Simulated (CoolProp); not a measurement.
Saturation properties of neopentane (Tc = 433.7 K, pc = 3.196 MPa, ω = 0.196).

Computed with CoolProp (reference Helmholtz-energy equation of state, Lemmon 2006). It is a short technical equation, of lower accuracy than the large ones.

```
T (K)  p (MPa)  liquid density (kg/m³)  vapour density (kg/m³)  enthalpy of vaporisation (kJ/kg)
-----  -------  ----------------------  ----------------------  --------------------------------
336.2   0.4968                       …                       …                             268.4
339.7   0.5408                   534.3                   16.13                             264.7
343.3        …                   529.4                   17.57                             260.8
346.8   0.6387                   524.6                   19.06                             256.8
350.3   0.6915                   519.7                   20.67                             252.8
353.9   0.7491                       …                   22.43                             248.6
357.4   0.8084                   509.4                   24.27                             244.3
360.9   0.8711                   504.1                       …                             239.9
364.5   0.9392                   498.5                   28.42                             235.2
368      1.009                   493.0                   30.69                             230.4
371.5    1.083                   487.2                   33.12                                 …
375.1    1.162                   481.1                       …                             220.3
378.6    1.244                   475.0                   38.65                             215.0
382.1    1.330                   468.7                   41.70                             209.4
385.7    1.422                   461.9                   45.09                             203.5
```

Task: Some entries are withheld; supply them.

Result: 
- 336.2, liquid density (kg/m³): 538.9
- 336.2, vapour density (kg/m³): 14.83
- 343.3, p (MPa): 0.5889
- 353.9, liquid density (kg/m³): 514.5
- 360.9, vapour density (kg/m³): 26.24
- 371.5, enthalpy of vaporisation (kJ/kg): 225.5
- 375.1, vapour density (kg/m³): 35.82

It boils at 282.7 K under 1 atm.
